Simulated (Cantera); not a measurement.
Feed: 1 mol Si₃N₄, 0.018 mol Si, 0.02 mol H₂.

These are equilibrium values from Cantera (NASA tables, ideal gas, pure condensed phases), not measurements of a reactor. Candidate condensed phases: Si, Si₃N₄; 18 gas species. Mutual solubility and eutectic melting of coexisting phases are not modelled. Equilibrium is a limit: real reactors are often held back by kinetics, nucleation or transport.

Stable condensed phases, one row left out:

```
T in K \ P in Pa
               1      10     100    1000   10000  100000 1000000
   2725        A       A       A       A       B       B       B
   2625        A       A       A       A       B       B       B
   2425        A       A       A       B       B       B       B
   2325        A       A       A       B       B       B       C
   2225        A       A       B       B       B       B       C
   2125        A       A       B       B       B       C       C
   2025        A       B       B       B       B       C       C
   1925        A       B       B       B       C       C       C
   1825        B       B       B       B       C       C       C
   1725        B       B       B       C       C       C       C
   1625        B       B       C       C       C       C       C
```

A: gas only; B: Si; C: Si + Si₃N₄.

Give the row for 2525 K.

1: gas only; 10: gas only; 100: gas only; 1000: gas only; 10000: Si; 100000: Si; 1000000: Si.
